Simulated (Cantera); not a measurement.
# CHF3 + F2 (fluorocarbon and chlorocarbon gases)

Charge: 1 mol CHF3, 1.4 mol F2, at 0.100 bar.

These are equilibrium values from Cantera (NASA tables, ideal gas, pure condensed phases), not measurements of a reactor. Candidate condensed phases: C, C6H6, C7H8, C8H18; 95 gas species. Condensed phases not in the tables: fluorocarbon polymer. Gases not in the tables: C2F6 and larger saturated fluorocarbons. The numbers say what is thermodynamically allowed, not how fast it happens.

From 875 K to 2225 K nothing is condensed. The main C-bearing gas is CF4 throughout.

```json
[
 {"T (K)": "875", "x CF4": "0.411", "x HF": "0.411", "x F": "0.0292", "x F2": "0.150", "x CF2": "<1e-12", "x CF3": "<1e-12", "x H2F2": "1.10e-6", "x CF": "<1e-12"},
 {"T (K)": "1025", "x CF4": "0.391", "x HF": "0.391", "x F": "0.122", "x F2": "0.0954", "x CF2": "<1e-12", "x CF3": "<1e-12", "x H2F2": "5.53e-7", "x CF": "<1e-12"},
 {"T (K)": "1175", "x CF4": "0.368", "x HF": "0.368", "x F": "0.235", "x F2": "0.0297", "x CF2": "<1e-12", "x CF3": "<1e-12", "x H2F2": "3.19e-7", "x CF": "<1e-12"},
 {"T (K)": "1325", "x CF4": "0.359", "x HF": "0.359", "x F": "0.275", "x F2": "0.00597", "x CF2": "<1e-12", "x CF3": "2.55e-12", "x H2F2": "2.20e-7", "x CF": "<1e-12"},
 {"T (K)": "1475", "x CF4": "0.358", "x HF": "0.358", "x F": "0.283", "x F2": "0.00136", "x CF2": "<1e-12", "x CF3": "3.73e-10", "x H2F2": "1.70e-7", "x CF": "<1e-12"},
 {"T (K)": "1625", "x CF4": "0.357", "x HF": "0.357", "x F": "0.285", "x F2": "0.000390", "x CF2": "2.03e-11", "x CF3": "2.21e-8", "x H2F2": "1.40e-7", "x CF": "<1e-12"},
 {"T (K)": "1775", "x CF4": "0.357", "x HF": "0.357", "x F": "0.285", "x F2": "0.000137", "x CF2": "6.05e-9", "x CF3": "6.58e-7", "x H2F2": "1.19e-7", "x CF": "<1e-12"},
 {"T (K)": "1925", "x CF4": "0.357", "x HF": "0.357", "x F": "0.286", "x F2": "5.64e-5", "x CF2": "7.39e-7", "x CF3": "1.15e-5", "x H2F2": "1.05e-7", "x CF": "4.04e-12"},
 {"T (K)": "2075", "x CF4": "0.357", "x HF": "0.357", "x F": "0.286", "x F2": "2.64e-5", "x CF2": "4.48e-5", "x CF3": "0.000133", "x H2F2": "9.46e-8", "x CF": "2.60e-9"},
 {"T (K)": "2225", "x CF4": "0.353", "x HF": "0.356", "x F": "0.289", "x F2": "1.39e-5", "x CF2": "0.00151", "x CF3": "0.00108", "x H2F2": "8.62e-8", "x CF": "6.71e-7"}
]
```
x: gas mole fraction; nothing condenses.
